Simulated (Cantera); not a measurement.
Feed: 1 mol SiH2Cl2, 5.8 mol NH3, at 0.133 bar.

Method: chemical equilibrium by Gibbs-energy minimisation in Cantera with the NASA 1993 tables (ideal gas, pure condensed phases). Candidate condensed phases: NH4Cl, Si, Si3N4; 28 gas species. The tables' values for SiCl3 are old estimates; treat these amounts as uncertain. Kinetics and transport are ignored. All values below are at 1398 K.

Base state: H2 0.674, N2 0.173, HCl 0.152, SiCl2 0.000390, SiCl4 0.000195, SiCl3 0.000133, SiHCl3 6.05e-5, H 1.06e-5 (mole fractions); condensed: Si3N4(s).

What changes in the equilibrium state with this change: SiH2Cl2 replaced by trisilylamine?


```json
[
 {"species": "H2", "before": "0.674", "after": "0.904"},
 {"species": "N2", "before": "0.173", "after": "0.0959"},
 {"species": "H", "before": "1.06e-5", "after": "1.23e-5"},
 {"species": "HCl", "before": "0.152", "after": "0"},
 {"species": "SiCl2", "before": "0.000390", "after": "0"},
 {"species": "SiCl4", "before": "0.000195", "after": "0"},
 {"species": "SiCl3", "before": "0.000133", "after": "0"},
 {"species": "SiHCl3", "before": "6.05e-5", "after": "0"},
 {"species": "Si3N4(s), mol", "before": "0.330", "after": "1.00"}
]
```
The feed counts by its element totals alone.
